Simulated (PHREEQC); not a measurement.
Make-up at 7.5 °C: 0.0081 mol Pb(NO3)2 and 0.000121 mol NaCl per kg of water. Closed to the air; pH follows from the charge balance.

Computed with PHREEQC (ion-association model, wateq4f.dat).

This is a speciation only: nothing precipitates in the calculation.

Task: Order these Pb species by the share of Pb that they hold, largest first: Pb+2, PbOH+, PbNO3+, PbCl+.

Result: Pb+2 (88 %), PbNO3+ (11 %), PbCl+ (0.14 %), PbOH+ (0.11 %)

The pH is 4.99 and the ionic strength 0.0226 mol/kgw. Constants without temperature data keep their 25 °C values here.
